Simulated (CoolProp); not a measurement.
R143a along the isobar 0.402 MPa: Z from the reference equation and from simpler models built on Tc = 345.9 K, pc = 3.762 MPa, ω = 0.261; each cubic takes its own stable root.

The numbers come from the reference Helmholtz-energy equation of state, Lemmon and Jacobsen 2000 in CoolProp.

```
T (K)   phase  reference  van der Waals  Redlich-Kwong  Peng-Robinson
-----  ------  ---------  -------------  -------------  -------------
179.2  liquid    0.01761        0.03175        0.02142        0.01860
214.1  liquid    0.01583        0.02838        0.01930        0.01654
248.9  liquid    0.01482         0.9265         0.9007        0.01550
283.7     gas     0.9154         0.9467         0.9329         0.9227
318.6     gas     0.9453         0.9600         0.9524         0.9462
353.4     gas     0.9625         0.9691         0.9650         0.9615
388.3     gas     0.9733         0.9757         0.9737         0.9719
423.1     gas     0.9806         0.9805         0.9798         0.9792
457.9     gas     0.9857         0.9842         0.9843         0.9845
492.8     gas     0.9894         0.9871         0.9877         0.9884
```

At some of these states van der Waals, Redlich-Kwong gives the other phase, because its saturation line lies elsewhere.
